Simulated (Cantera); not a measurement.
Low-pressure radical oxidation in H2/O2

An isothermal, constant-pressure homogeneous reactor starts with H₂ : O₂ : N₂ = 0.44 : 1 : 0.21 (molar parts), at 975 K and 10.00 Torr.

Cantera simulation using the H2/O2 subset of GRI-Mech 3.0, which has no nitrogen chemistry; the numbers are that mechanism's predictions, not measurements. Radical loss at walls, strong at low pressure, is not modelled. The temperature is held fixed by assumption; the heat of reaction is taken as removed at once.

```csv
t (s),x H₂,x O₂,x H₂O,x OH,x H
0.000700,0.267,0.606,2.84e-9,2.85e-10,2.54e-9
0.00206,0.267,0.606,1.52e-6,1.29e-7,1.14e-6
0.00606,0.0299,0.510,0.190,0.00554,0.103
0.0178,0.00328,0.541,0.298,0.00185,0.00494
0.0524,0.000234,0.545,0.307,0.000341,5.02e-5
0.154,2.22e-5,0.545,0.308,0.000107,1.53e-6
0.454,2.44e-6,0.545,0.308,4.29e-5,9.30e-8
1.34,3.64e-7,0.545,0.308,1.99e-5,9.14e-9
3.93,8.02e-8,0.545,0.308,1.02e-5,1.23e-9
11.6,2.18e-8,0.545,0.308,5.54e-6,1.96e-10
34.0,6.50e-9,0.545,0.308,3.09e-6,3.41e-11
100,2.05e-9,0.545,0.308,1.75e-6,6.24e-12
```
x: mole fraction; the columns are a selection and need not sum to one.

Equilibrium at this temperature and pressure: H₂ 1.48e-10, O₂ 0.545, H₂O 0.308, OH 4.58e-7, H <1e-12 (gas phase only).
